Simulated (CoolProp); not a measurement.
Vapour-liquid equilibrium of carbon dioxide (1) + carbonyl sulfide (2) at 1.05 °C; x and y are mole fractions of (1).

Values from CoolProp's multi-fluid Helmholtz-energy mixture model, Span 1996 and Lemmon 2006; pair parameters Bell 2016.

```csv
x,"bubble pressure, mixture model (kPa)","bubble pressure, Raoult's law (kPa)","y, mixture model","y, Raoult's law"
0.05,901.1,816.4,0.264,0.219
0.15,1308,1108,0.511,0.485
0.25,1654,1399,0.632,0.640
0.35,1952,1690,0.706,0.742
0.45,2218,1981,0.760,0.814
0.55,2464,2273,0.804,0.867
0.65,2703,2564,0.845,0.908
0.75,2942,2855,0.885,0.941
0.85,3189,3146,0.927,0.968
0.95,3449,3437,0.974,0.990
```

The largest gap from Raoult's law is +18.2 % in bubble pressure, at x = 0.25. No azeotrope shows between x = 0.05 and 0.95.

The pair parameters rest on a limited set of measurements; away from them the model extrapolates.
